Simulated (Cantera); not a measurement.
Cantera run:

```python
import numpy as np
import cantera as ct

gas_names = """
    Ca CaF CaF2 CaO Ca2 F FO FO2 F2 F2O N NF NF2 NF3 NO NO2 NO3 N2 N2O O O2 O3
""".split()
cond_names = """
    Ca(a) Ca(b) Ca(L) CaF2(a) CaF2(b) CaF2(L) CaO(s) CaO(L)
""".split()


# ... load() reads the species with a 1 bar reference pressure and builds the phases ...
atoms = {
    'CaF2': {'Ca': 1, 'F': 2},
    'O2': {'O': 2},
    'N2': {'N': 2},
}
top_T = {}  # K; cautious upper limits of use, not melting points


# ... equilibrate(T, P, feed) seeds the gas with the atoms and calls Mixture.equilibrate('TP', solver="vcs", rtol=1e-11, max_steps=5000) ...
results = []
feed = {'CaF2': 1, 'O2': 8.9, 'N2': 11}  # mol
P = 11  # Pa
for T in [1548, 1573, 1598, 1623, 1648, 1673, 1698, 1723, 1748, 1773, 1798, 1823, 1848]:
    mix = equilibrate(T, P, feed)
    results.append((T, P, feed, dict(zip(mix.species_names, mix.species_moles))))

top = {s: max(r[3][s] / sum(r[3][g] for g in gas_names) for r in results) for s in gas_names}
cols = sorted((s for s in top if top[s] > 0.001), key=lambda s: -top[s])[:7]
seen = [c for c in cond_names if any(r[3].get(c, 0) > 1e-12 for r in results)]
print("log10 of partial pressures in bar; condensed amounts in mol")
print(f"{'T/K':>10s}" + "".join(f"{s[:9]:>10s}" for s in cols + seen))
for T, P, feed, n in results:
    ng = sum(n[g] for g in gas_names)
    print(f"{T:10.4g}" + "".join(f"{np.log10(max(n[s] / ng * P / 1e5, 1e-99)):10.3f}" for s in cols)
          + "".join(f"{n.get(c, 0):10.4g}" for c in seen))
```

Output:

```
log10 of partial pressures in bar; condensed amounts in mol
       T/K        N2        O2      CaF2         O        NO    CaO(s)
      1548    -4.238    -4.331    -5.279    -7.283    -6.707 9.368e-05
      1573    -4.238    -4.331    -5.279    -7.147    -6.658 0.0001123
      1598    -4.238    -4.331    -5.279    -7.015    -6.611 0.0001324
      1623    -4.239    -4.331    -5.279    -6.887    -6.565 0.0001533
      1648    -4.239    -4.332    -5.279    -6.763    -6.521 0.0001732
      1673    -4.239    -4.332    -5.279    -6.642    -6.478 0.0001895
      1698    -4.239    -4.333    -5.280    -6.525    -6.436 0.0001981
      1723    -4.240    -4.334    -5.280    -6.412    -6.396 0.0001925
      1748    -4.240    -4.335    -5.280    -6.302    -6.357 0.0001635
      1773    -4.240    -4.336    -5.280    -6.195    -6.319 9.756e-05
      1798    -4.241    -4.337    -5.281    -6.092    -6.283         0
      1823    -4.242    -4.339    -5.282    -5.991    -6.247         0
      1848    -4.242    -4.341    -5.282    -5.893    -6.213         0
```

Method: chemical equilibrium by Gibbs-energy minimisation in Cantera with the NASA 1993 tables (ideal gas, pure condensed phases).
